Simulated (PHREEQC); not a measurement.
Dissolve 6 mmol/kgw CdCl2 and 3 mmol/kgw FeSO4 at 25 °C. Closed to the air; pH follows from the charge balance.

Equilibrium calculation in PHREEQC: ion-association model, phreeqc.dat.

This is a speciation only: nothing precipitates in the calculation.

Problem. Estimate the pH, ionic strength.

Solution. pH 5.97; ionic strength 0.0222 mol/kgw.

Problem. In which forms is Cd present?

Solution. Cd+2 57 %, CdCl+ 31 %, CdSO4 11 %, CdCl2 1.0 % of the Cd.

Complexes and solids missing from the database can't appear.
